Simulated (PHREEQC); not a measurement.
A made-up water analysis in mg/L, 20 °C, pH 5.74, pe 10.7:

```json
[
 {"constituent": "Na", "mg/L": "1780"},
 {"constituent": "K", "mg/L": "363"},
 {"constituent": "Ca", "mg/L": "62.4"},
 {"constituent": "Mg", "mg/L": "168"},
 {"constituent": "Cl", "mg/L": "2960"},
 {"constituent": "S(6) as SO4", "mg/L": "1190"},
 {"constituent": "Alkalinity as HCO3", "mg/L": "0.0228"},
 {"constituent": "O(0) (dissolved oxygen)", "mg/L": "2.01"},
 {"constituent": "N(5) as NO3", "mg/L": "1.03"},
 {"constituent": "Zn", "mg/L": "20.3"}
]
```

Valence states are taken as typed.

Model: ion-association model, phreeqc.dat, run in PHREEQC.

Q: The ionic strength comes out as 0.118 mol/kgw. What activity coefficients do Cl-, HCO3-, Na+, Zn(SO4)2-2, KSO4- get?

A: Cl- 0.76, HCO3- 0.78, Na+ 0.78, Zn(SO4)2-2 0.36, KSO4- 0.78.

No solid was allowed to form.
